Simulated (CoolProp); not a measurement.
A single-stage vapour-compression cycle with the fluid: evaporating at 312.15 K (dew point), condensing at 370.15 K (bubble point), superheat 10 K, subcooling 2 K, compressor efficiency 0.85, no pressure losses. The same conditions are run with several fluids, on thermodynamics alone (safety and materials aside).

Model: reference Helmholtz-energy equation of state of each fluid (1,2-dichloroethane: Thol 2015; cyclopropane: Polt 1992; isohexane: Lemmon 2006; R152A: Outcalt 1996; isobutane: Bücker 2006), in CoolProp. The equations of Platzer and Polt are older, rougher fits.

```json
[
 {"fluid": "1,2-dichloroethane", "cooling COP": "…", "pressure ratio": "7.67", "discharge temperature (K)": "404.5", "refrigerating effect (kJ/kg)": "281", "volumetric capacity (kJ/m³)": "207"},
 {"fluid": "cyclopropane", "cooling COP": "3.12", "pressure ratio": "…", "discharge temperature (K)": "394.4", "refrigerating effect (kJ/kg)": "246", "volumetric capacity (kJ/m³)": "…"},
 {"fluid": "isohexane", "cooling COP": "3.44", "pressure ratio": "5.86", "discharge temperature (K)": "370.2", "refrigerating effect (kJ/kg)": "218", "volumetric capacity (kJ/m³)": "352"},
 {"fluid": "R152A", "cooling COP": "2.91", "pressure ratio": "3.74", "discharge temperature (K)": "…", "refrigerating effect (kJ/kg)": "155", "volumetric capacity (kJ/m³)": "…"},
 {"fluid": "isobutane", "cooling COP": "2.95", "pressure ratio": "3.63", "discharge temperature (K)": "374.1", "refrigerating effect (kJ/kg)": "176", "volumetric capacity (kJ/m³)": "2230"}
]
```

Task: What belongs in the gaps?

Result: 
- 1,2-dichloroethane, cooling COP: 3.98
- cyclopropane, pressure ratio: 3.34
- cyclopropane, volumetric capacity (kJ/m³): 4690
- R152A, discharge temperature (K): 396.3
- R152A, volumetric capacity (kJ/m³): 4020

The compression ends wet for: isohexane.
